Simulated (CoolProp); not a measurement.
Saturation properties of carbonyl sulfide.

Computed with CoolProp (reference Helmholtz-energy equation of state, Lemmon 2006). It is a short technical equation, of lower accuracy than the large ones.

```
T (K)  p (kPa)  vapour density (kg/m³)  enthalpy of vaporisation (kJ/kg)
-----  -------  ----------------------  --------------------------------
295.1     1187                   34.47                             248.5
302.8     1435                   41.71                             239.8
310.5     1719                       ?                             230.3
318.2     2042                   60.18                             220.1
325.9     2406                       ?                             208.9
333.6     2815                       ?                             196.5
341.3     3272                   102.8                             182.7
349       3782                   123.6                             166.8
356.7     4349                   150.0                             148.2
```

Some entries are withheld; supply them.


- 310.5, vapour density (kg/m³): 50.20
- 325.9, vapour density (kg/m³): 71.95
- 333.6, vapour density (kg/m³): 85.94

It boils at 223.0 K under 1 atm.
